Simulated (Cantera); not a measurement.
A closed system holds: 1 mol trisilylamine, a varied amount of N2, 8.4 mol H2, held at 1002 °C and 1.50 mbar.

Equilibrium computed with Cantera from the NASA thermochemical tables; the gas is ideal and each condensed phase is pure. Candidate condensed phases: Si, Si3N4; 18 gas species. The feed counts by its element totals alone. Mutual solubility and eutectic melting of coexisting phases are not modelled. Equilibrium is a limit: real reactors are often held back by kinetics, nucleation or transport.

Question: Which condensed phases are stable at each of these points (n(N2) (mol)): 0.34, 0.46, 0.64, 0.88, 1.2, 1.7, 2.3, 3.2, 4.4?

Answer: 
```
n(N2) (mol)  condensed phases  Si condensed (%)
-----------  ----------------  ----------------
0.34         Si(s) + Si3N4(s)             100.0
0.46         Si(s) + Si3N4(s)             100.0
0.64         Si(s) + Si3N4(s)             100.0
0.88         Si(s) + Si3N4(s)             100.0
1.2          Si(s) + Si3N4(s)             100.0
1.7                  Si3N4(s)             100.0
2.3                  Si3N4(s)             100.0
3.2                  Si3N4(s)             100.0
4.4                  Si3N4(s)             100.0
```

From 0.34 mol N2 to 1.2 mol N2 the condensed part is Si(s) + Si3N4(s). From 1.7 mol N2 to 4.4 mol N2 the condensed part is Si3N4(s).
